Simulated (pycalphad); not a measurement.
Source of the numbers: pycalphad with the COST 507 light-alloy database (1999); pressure 1 atm. The database dates from 1999; later assessments differ in places, in temperatures and in the compounds included. Phase fractions are per mole of atoms. Diffusion is slow at the low end, where real alloys seldom reach equilibrium.

Question: Give the equilibrium state of Mg-0.16Al-0.41Si (at.%) at 370 K.

Answer: 
```
T = 370.00 K, P = 101325 Pa, N = 1 mol of atoms
G = -12544 J/mol, H = 1567 J/mol, S = 38.14 J/(mol K)  (SER reference)
chemical potentials (J/mol): Mg -12296, Al -21675, Si -69323
phase             fraction      x(Mg)      x(Al)      x(Si)
HCP_A3              0.9877     0.9984     0.0016   2.11e-14
MG2SI               0.0123     0.6667       none     0.3333
```

Database names, with the compositions (at.%) that they take in these runs: MG2SI: Mg 67 Si 33. HCP_A3 is hcp. An entry "none" or "no" means that the model of the phase leaves that element out.
